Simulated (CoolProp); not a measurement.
A single-stage vapour-compression cycle with R143a: evaporating at 278.15 K (dew point), condensing at 337.15 K (bubble point), superheat 8 K, subcooling 2 K, compressor efficiency 0.8, no pressure losses. Each further row changes one setting.

Model: reference Helmholtz-energy equation of state, Lemmon and Jacobsen 2000, in CoolProp.

```json
[
 {"case": "as stated", "cooling COP": "2.09", "pressure ratio": "4.34", "discharge temperature (K)": "359.0", "refrigerating effect (kJ/kg)": "90.5", "volumetric capacity (kJ/m³)": "2730"},
 {"case": "evaporating temperature 283.15 K", "cooling COP": "…", "pressure ratio": "3.74", "discharge temperature (K)": "357.7", "refrigerating effect (kJ/kg)": "93.1", "volumetric capacity (kJ/m³)": "…"},
 {"case": "condensing temperature 332.15 K", "cooling COP": "2.52", "pressure ratio": "3.90", "discharge temperature (K)": "…", "refrigerating effect (kJ/kg)": "101", "volumetric capacity (kJ/m³)": "…"},
 {"case": "subcooling 7 K", "cooling COP": "2.37", "pressure ratio": "4.34", "discharge temperature (K)": "359.0", "refrigerating effect (kJ/kg)": "…", "volumetric capacity (kJ/m³)": "…"},
 {"case": "superheat 18 K", "cooling COP": "2.19", "pressure ratio": "4.34", "discharge temperature (K)": "…", "refrigerating effect (kJ/kg)": "101", "volumetric capacity (kJ/m³)": "…"},
 {"case": "compressor efficiency 0.7", "cooling COP": "1.83", "pressure ratio": "4.34", "discharge temperature (K)": "362.9", "refrigerating effect (kJ/kg)": "90.5", "volumetric capacity (kJ/m³)": "2730"}
]
```

Task: Complete the blanks.

Result: 
- evaporating temperature 283.15 K, cooling COP: 2.41
- evaporating temperature 283.15 K, volumetric capacity (kJ/m³): 3270
- condensing temperature 332.15 K, discharge temperature (K): 352.9
- condensing temperature 332.15 K, volumetric capacity (kJ/m³): 3070
- subcooling 7 K, refrigerating effect (kJ/kg): 103
- subcooling 7 K, volumetric capacity (kJ/m³): 3100
- superheat 18 K, discharge temperature (K): 368.1
- superheat 18 K, volumetric capacity (kJ/m³): 2890
